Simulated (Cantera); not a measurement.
Input (Python, Cantera) and output of one run.

```python
import numpy as np
import cantera as ct

gas_names = """
    CL CLO CL2 H HCL HOCL HO2 H2 H2O H2O2 Mg MgCL MgCL2 MgH MgO MgOH MgO2H2 Mg2 O OH O2 O3
""".split()
cond_names = """
    H2O(s) H2O(L) Mg(cr) Mg(L) MgCL2(s) MgCL2(L) MgO(s) MgO(L) MgO2H2(s)
""".split()


def load(file, names, dense=False):
    # The tables refer to 1 bar. Condensed volumes are neglected.
    table = {s.name: s for s in ct.Species.list_from_file(file)}
    out = []
    for n in names:
        d = dict(table[n].input_data)
        d["thermo"] = dict(d["thermo"], **{"reference-pressure": 1e5})
        if dense:
            d["equation-of-state"] = {"model": "constant-volume", "density": "1e6 g/cm^3"}
        out.append(ct.Species.from_dict(d))
    return out


gas = ct.Solution(thermo="ideal-gas", species=load("nasa_gas.yaml", gas_names))
cond = {s.name: ct.Solution(thermo="fixed-stoichiometry", species=[s], name=s.name)
        for s in load("nasa_condensed.yaml", cond_names, dense=True)}
atoms = {
    'MgO': {'Mg': 1, 'O': 1},
    'HCl': {'H': 1, 'CL': 1},
}
top_T = {}  # K; cautious upper limits of use, not melting points


def equilibrate(T, P, feed):
    n = {}
    for name, mol in feed.items():
        for a, k in atoms[name].items():
            n[a] = n.get(a, 0.0) + k * mol
    gas.TPX = T, P, n
    mass = sum(n.values()) * gas.mean_molecular_weight
    gas.equilibrate("TP")
    valid = [c for c in cond.values() if c.min_temp <= T <= top_T.get(c.name, c.max_temp)]
    mix = ct.Mixture([(gas, mass / gas.mean_molecular_weight)] + [(c, 0.0) for c in valid])
    mix.T, mix.P = T, P
    mix.equilibrate("TP", solver="vcs", rtol=1e-11, max_steps=5000)
    return mix


results = []
feed = {'MgO': 1, 'HCl': 6}  # mol
T = 1175  # K
P = 26000  # Pa
mix = equilibrate(T, P, feed)
results.append((T, P, feed, dict(zip(mix.species_names, mix.species_moles))))
print(gas.report(threshold=1e-06))
for i in range(1, mix.n_phases):
    print(f"{mix.phase(i).name:16s} {mix.phase_moles(i):12.5e} mol")
```

It prints:

```
       temperature   1175 K
          pressure   26000 Pa
           density   0.098657 kg/m^3
  mean mol. weight   37.07 kg/kmol
   phase of matter   gas

                          1 kg             1 kmol
                     ---------------   ---------------
          enthalpy       -1.9412e+06        -7.196e+07  J
   internal energy       -2.2047e+06        -8.173e+07  J
           entropy            6548.9        2.4277e+05  J/K
    Gibbs function       -9.6362e+06       -3.5722e+08  J
 heat capacity c_p            895.44             33194  J/K
 heat capacity c_v            671.15             24880  J/K

                      mass frac. Y      mole frac. X     chem. pot. / RT
                     ---------------   ---------------   ---------------
                CL        3.1555e-05        3.2997e-05           -20.807
               CL2        4.1306e-05        2.1597e-05           -41.614
               HCL           0.95348           0.96949           -35.529
                H2        2.0719e-06        3.8097e-05           -29.444
               H2O         0.0073899          0.015207           -55.679
             MgCL2          0.039054          0.015207           -83.516
     [  +16 minor]        2.8902e-09        6.2995e-09

Mg(L)             0.00000e+00 mol
MgCL2(L)          0.00000e+00 mol
MgO(s)            9.08759e-01 mol
```

Cantera equilibrium calculation (NASA polynomials, part measured and part estimated; ideal gas, pure solids and liquids).
